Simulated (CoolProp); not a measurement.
The fluid at 298.15 K and 1.16 MPa is compressed adiabatically to 7.32 MPa with isentropic efficiency 1. The same conditions are run with several fluids, on thermodynamics alone (safety and materials aside).

Computed with CoolProp (reference Helmholtz-energy equation of state of each fluid (CH2F2 (R32): Tillner-Roth 1997; hydrogen chloride: Thol 2018; hydrogen sulfide: Lemmon 2006; nitrogen: Span 2000)).

```tsv
fluid	work (kJ/kg)	final temperature (K)	final phase	final density (kg/m³)
CH2F2 (R32)	84.9	…	supercritical	140
hydrogen chloride	153	…	gas	67.8
hydrogen sulfide	…	474.8	gas	72.5
nitrogen	217	…	supercritical	…
```

Q: Some entries are withheld; supply them.

A: 
- CH2F2 (R32), final temperature (K): 431.6
- hydrogen chloride, final temperature (K): 509.7
- hydrogen sulfide, work (kJ/kg): 151
- nitrogen, final temperature (K): 505.8
- nitrogen, final density (kg/m³): 47.2
